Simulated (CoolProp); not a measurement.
Properties of R142b at several states (Tc = 137.1 °C, pc = 4055 kPa, ω = 0.232).

Computed with CoolProp (reference Helmholtz-energy equation of state, Lemmon 2006). It is a short technical equation, of lower accuracy than the large ones.

```json
[
 {"T (°C)": "122.95", "p (kPa)": "1150", "phase": "gas", "density (kg/m³)": "39.89", "speed of sound (m/s)": "170.2", "Joule-Thomson coefficient (K/MPa)": "12.20", "fugacity coefficient": "0.8919"},
 {"T (°C)": "165.05", "p (kPa)": "19600", "phase": "supercritical", "density (kg/m³)": "852.9", "speed of sound (m/s)": "403.6", "Joule-Thomson coefficient (K/MPa)": "0.2432", "fugacity coefficient": "0.3126"},
 {"T (°C)": "-25.85", "p (kPa)": "3730", "phase": "liquid", "density (kg/m³)": "1237", "speed of sound (m/s)": "888.9", "Joule-Thomson coefficient (K/MPa)": "-0.3903", "fugacity coefficient": "0.01476"},
 {"T (°C)": "65.85", "p (kPa)": "21200", "phase": "liquid", "density (kg/m³)": "1088", "speed of sound (m/s)": "668.4", "Joule-Thomson coefficient (K/MPa)": "-0.2525", "fugacity coefficient": "0.07914"},
 {"T (°C)": "68.45", "p (kPa)": "17200", "phase": "liquid", "density (kg/m³)": "1069", "speed of sound (m/s)": "630.1", "Joule-Thomson coefficient (K/MPa)": "-0.2114", "fugacity coefficient": "0.08993"},
 {"T (°C)": "-21.65", "p (kPa)": "519", "phase": "liquid", "density (kg/m³)": "1222", "speed of sound (m/s)": "850.0", "Joule-Thomson coefficient (K/MPa)": "-0.3710", "fugacity coefficient": "0.1130"}
]
```
